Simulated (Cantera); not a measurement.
## Equilibrium for carbon deposition, reforming and gasification: C₂H₅OH + NH₃

Input: 1 mol C₂H₅OH, 1.5 mol NH₃, equilibrated at 0.00200 bar.

Cantera equilibrium calculation (NASA polynomials, part measured and part estimated; ideal gas, pure solids and liquids). Candidate condensed phases: C, C₆H₆, C₇H₈, C₈H₁₈, H₂O; 169 gas species. Ions and electrons are included (thermal ionisation). Kinetics and transport are ignored.

| T (K) | x H | x H₂ | x CO | x C | x N | x N₂ | x O | x C₃ | x HCN | n C(graphite) |
|---|---|---|---|---|---|---|---|---|---|---|
| 2500 | 0.364 | 0.419 | 0.117 | 8.32e-5 | 1.85e-6 | 0.0800 | 2.45e-10 | 0.000249 | 0.0130 | 0.779 |
| 3000 | 0.768 | 0.0473 | 0.0830 | 0.0117 | 7.33e-5 | 0.0554 | 8.03e-9 | 0.0153 | 0.00472 | 0 |
| 3500 | 0.794 | 0.00362 | 0.0764 | 0.0598 | 0.00114 | 0.0526 | 7.75e-7 | 0.000955 | 0.000232 | 0 |
| 4000 | 0.790 | 0.000491 | 0.0752 | 0.0720 | 0.00893 | 0.0506 | 7.15e-5 | 5.21e-6 | 8.28e-6 | 0 |
| 4500 | 0.776 | 0.000101 | 0.0713 | 0.0753 | 0.0381 | 0.0359 | 0.00258 | 6.72e-8 | 4.75e-7 | 0 |
| 5000 | 0.740 | 2.65e-5 | 0.0454 | 0.0949 | 0.0813 | 0.0120 | 0.0251 | 3.70e-9 | 3.77e-8 | 0 |
x: gas mole fraction; n: condensed amount in mol.

At 2500 K the condensed part is C(graphite). From 3000 K to 5000 K nothing is condensed. The main C-bearing gas is CO at 2500 K and C at 5000 K.
